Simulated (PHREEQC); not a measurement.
## Mixed reagents with phosphoric acid bath

Solution A (0.016 mol CsF and 0.00017 mol Na2SeO4 per kg of water) is mixed with solution B (7.4 mmol/kgw KH2PO4, 0.39 mmol/kgw K2HPO4 and 0.00035 mmol/kgw H4SiO4) at 62 °C; shares are by mass of water, 1 kg in all. Oxygen is held at 0.21 atm. No CO2 enters from the air. Solids allowed: Chalcedony. Others were left out.

The numbers come from PHREEQC with the ion-association model, wateq4f.dat.

```json
[
 {"share of solution B": "0", "pH": "7.30", "HPO4-2 (mol/kgw)": "0"},
 {"share of solution B": "0.1", "pH": "6.01", "HPO4-2 (mol/kgw)": "7.95e-5"},
 {"share of solution B": "0.2", "pH": "5.90", "HPO4-2 (mol/kgw)": "0.000125"},
 {"share of solution B": "0.3", "pH": "5.84", "HPO4-2 (mol/kgw)": "0.000164"},
 {"share of solution B": "0.4", "pH": "5.80", "HPO4-2 (mol/kgw)": "0.000200"},
 {"share of solution B": "0.6", "pH": "5.76", "HPO4-2 (mol/kgw)": "0.000267"},
 {"share of solution B": "0.7", "pH": "5.74", "HPO4-2 (mol/kgw)": "0.000299"},
 {"share of solution B": "0.8", "pH": "5.73", "HPO4-2 (mol/kgw)": "0.000330"},
 {"share of solution B": "0.9", "pH": "5.72", "HPO4-2 (mol/kgw)": "0.000360"},
 {"share of solution B": "1", "pH": "5.72", "HPO4-2 (mol/kgw)": "0.000391"}
]
```

H3PO4, which wateq4f.dat lacks, is added to it with the constant of phreeqc.dat. Constants without temperature data keep their 25 °C values here. SiF6-2 is the database's only silicon fluoride.
